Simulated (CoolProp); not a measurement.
Properties of tetrahydrofuran along the isobar 14.9 MPa (Tc = 267.0 °C, pc = 5.304 MPa, ω = 0.234).

The numbers come from the reference Helmholtz-energy equation of state, Fiedler 2023 in CoolProp.

| T (°C) | phase | Z | cv (kJ/(kg K)) | fugacity coefficient |
|---|---|---|---|---|
| -62.55 | liquid | 0.6243 | 1.021 | 8.075e-6 |
| -41.15 | liquid | 0.5795 | 1.045 | 5.173e-5 |
| -19.65 | liquid | 0.5426 | 1.084 | 0.0002320 |
| 1.75 | liquid | 0.5121 | 1.137 | 0.0007868 |
| 23.15 | liquid | 0.4867 | 1.199 | 0.002165 |
| 44.65 | liquid | 0.4652 | 1.268 | 0.005074 |
| 66.05 | liquid | 0.4472 | 1.341 | 0.01040 |
| 87.55 | liquid | 0.4321 | 1.417 | 0.01922 |
| 108.95 | liquid | 0.4197 | 1.493 | 0.03250 |
| 130.45 | liquid | 0.4095 | 1.569 | 0.05127 |
| 151.85 | liquid | 0.4015 | 1.644 | 0.07599 |
| 173.25 | liquid | 0.3957 | 1.717 | 0.1071 |
| 194.75 | liquid | 0.3921 | 1.788 | 0.1447 |
| 216.15 | liquid | 0.3908 | 1.858 | 0.1880 |
